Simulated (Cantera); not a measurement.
An isothermal, constant-pressure homogeneous reactor starts with 7.36 % H2, 23.8 % O2, 68.9 % N2, at 800 K and 1.00 bar.

Model: the H2/O2 subset of GRI-Mech 3.0, which has no nitrogen chemistry, integrated in Cantera. Below about 950 K walls govern HO2 and H2O2 in real vessels. The temperature is held fixed by assumption; the heat of reaction is taken as removed at once.

Question: Predict: x(H2) at 200 s; x(O2) at 200 s; x(H2O) at 200 s; x(OH) at 200 s; x(H2O2) at 200 s.

Answer: 
```json
{
 "x(H2) at 200 s": "0.00760 (gas-phase equilibrium <1e-12)",
 "x(O2) at 200 s": "0.211 (gas-phase equilibrium 0.208)",
 "x(H2O) at 200 s": "0.0684 (gas-phase equilibrium 0.0764)",
 "x(OH) at 200 s": "1.66e-9 (gas-phase equilibrium 7.64e-10)",
 "x(H2O2) at 200 s": "0.000115 (gas-phase equilibrium 4.05e-12)"
}
```
